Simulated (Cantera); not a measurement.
An isothermal, constant-pressure homogeneous reactor starts with NO : N2 = 1 : 0.57 (molar parts), at 1875 K and 1300 Pa. Integrator tolerance rtol = 1e-08.

Computed with Cantera and GRI-Mech 3.0 (53 species, 325 reactions). Radical loss at walls, strong at low pressure, is not modelled.

Problem. What does this change do: NO 1 to 0.16 parts?

Solution. 
```csv
quantity,before,after
x(NO) at 10.0 s,0.550 (gas-phase equilibrium 0.00605),0.206 (gas-phase equilibrium 0.00404)
x(N2) at 10.0 s,0.406 (gas-phase equilibrium 0.678),0.787 (gas-phase equilibrium 0.888)
x(O2) at 10.0 s,0.0430 (gas-phase equilibrium 0.315),0.00638 (gas-phase equilibrium 0.107)
x(N2O) at 10.0 s,9.03e-5 (gas-phase equilibrium 3.64e-8),1.54e-5 (gas-phase equilibrium 2.78e-8)
x(NO2) at 10.0 s,5.71e-5 (gas-phase equilibrium 1.82e-6),9.07e-6 (gas-phase equilibrium 7.09e-7)
x(O) at 10.0 s,0.000532 (gas-phase equilibrium 0.00119),0.000229 (gas-phase equilibrium 0.000695)
```

Problem. What does this change do: 0.0035 parts H2O added?

Solution. 
```tsv
quantity	before	after
x(NO) at 10.0 s	0.550 (gas-phase equilibrium 0.00605)	0.548 (gas-phase equilibrium 0.00604)
x(N2) at 10.0 s	0.406 (gas-phase equilibrium 0.678)	0.406 (gas-phase equilibrium 0.676)
x(O2) at 10.0 s	0.0430 (gas-phase equilibrium 0.315)	0.0435 (gas-phase equilibrium 0.314)
x(N2O) at 10.0 s	9.03e-5 (gas-phase equilibrium 3.64e-8)	7.26e-5 (gas-phase equilibrium 3.63e-8)
x(NO2) at 10.0 s	5.71e-5 (gas-phase equilibrium 1.82e-6)	5.65e-5 (gas-phase equilibrium 1.81e-6)
x(O) at 10.0 s	0.000532 (gas-phase equilibrium 0.00119)	0.000504 (gas-phase equilibrium 0.00119)
```
